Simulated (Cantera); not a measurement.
An adiabatic, constant-volume homogeneous reactor starts with 29.8 % H2, 7.84 % O2, 58.2 % N2, 4.18 % H2O, equivalence ratio 1.9, at 1550 K and 9.87 atm.

Detailed kinetics in Cantera: GRI-Mech 3.0 (53 species, 325 reactions). The hydrogen kinetics of GRI-Mech 3.0 are dated; newer H2 mechanisms differ, most at raised pressure.

x: mole fraction; the columns are a selection and need not sum to one.

```csv
t (s),T (K),P (bar),x H2,x O2,x H2O,x NO2,x N2O,x NO
1.00e-6,1550,10.0,0.298,0.0783,0.0419,<1e-12,1.77e-10,4.95e-12
3.59e-6,2643,16.0,0.145,0.000478,0.203,3.94e-9,8.03e-8,?
1.29e-5,2795,16.7,0.150,5.92e-5,0.211,3.59e-9,8.46e-8,?
4.64e-5,2797,16.7,0.151,5.50e-5,0.211,6.59e-9,8.58e-8,?
0.000167,2795,16.7,0.151,5.42e-5,0.211,1.51e-8,9.35e-8,?
0.000599,2794,16.7,0.151,5.34e-5,0.211,2.26e-8,1.06e-7,0.000514
0.00215,2794,16.7,0.151,5.34e-5,0.211,2.29e-8,1.06e-7,0.000521
0.00774,2794,16.7,0.151,5.34e-5,0.211,2.29e-8,1.06e-7,0.000521
0.0278,2794,16.7,0.151,5.34e-5,0.211,2.29e-8,1.06e-7,0.000521
0.100,2794,16.7,0.151,5.34e-5,0.211,2.29e-8,1.06e-7,0.000521
```

Complete the blanks.


- 3.59e-6, x NO: 4.51e-5
- 1.29e-5, x NO: 7.88e-5
- 4.64e-5, x NO: 0.000148
- 0.000167, x NO: 0.000340
